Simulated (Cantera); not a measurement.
Input (Python, Cantera) and output of one run.

```python
import numpy as np
import cantera as ct

gas_names = """
    Fe FeO N NO NO2 NO3 N2 N2O O O2 O3 S SN SO SO2 SO3 S2 S2O S8
""".split()
cond_names = """
    Fe(a) Fe(c) Fe(d) Fe(L) FeO(s) FeO(L) FeS(a) FeS(b) FeS(c) FeS(L) FeSO4(s) FeS2(s) Fe2O3(s)
    Fe2S3O12(s) Fe3O4(s) S(cr1) S(cr2) S(L)
""".split()


# ... load() reads the species with a 1 bar reference pressure and builds the phases ...
atoms = {
    'Fe2O3': {'Fe': 2, 'O': 3},
    'SO3': {'S': 1, 'O': 3},
    'N2': {'N': 2},
}
top_T = {'FeSO4(s)': 950, 'FeS2(s)': 1010, 'Fe2O3(s)': 1830, 'Fe2S3O12(s)': 1100, 'Fe3O4(s)': 1870}  # K; cautious upper limits of use, not melting points


# ... equilibrate(T, P, feed) seeds the gas with the atoms and calls Mixture.equilibrate('TP', solver="vcs", rtol=1e-11, max_steps=5000) ...
results = []
feed = {'Fe2O3': 1, 'SO3': 0.4, 'N2': 1}  # mol
T = 848  # K
P = 4700  # Pa
mix = equilibrate(T, P, feed)
results.append((T, P, feed, dict(zip(mix.species_names, mix.species_moles))))
x = sorted(zip(gas.X, gas.species_names), reverse=True)
print(f"T = {T:g} K  P = {P:g} Pa  gas = {mix.phase_moles(0):.4g} mol")
print("   x: " + "  ".join(f"{s} {v:.3e}" for v, s in x if v > 1e-06))
print("   condensed (mol): " + ("  ".join(f"{mix.phase(i).name} {mix.phase_moles(i):.4g}"
      for i in range(1, mix.n_phases) if mix.phase_moles(i) > 1e-12) or "none"))
```

Result:

```
T = 848 K  P = 4700 Pa  gas = 1.507 mol
   x: N2 6.634e-01  SO2 1.424e-01  SO3 1.230e-01  O2 7.121e-02  NO 2.330e-06
   condensed (mol): Fe2O3(s) 1
```

These are equilibrium values from Cantera (NASA tables, ideal gas, pure condensed phases), not measurements of a reactor.
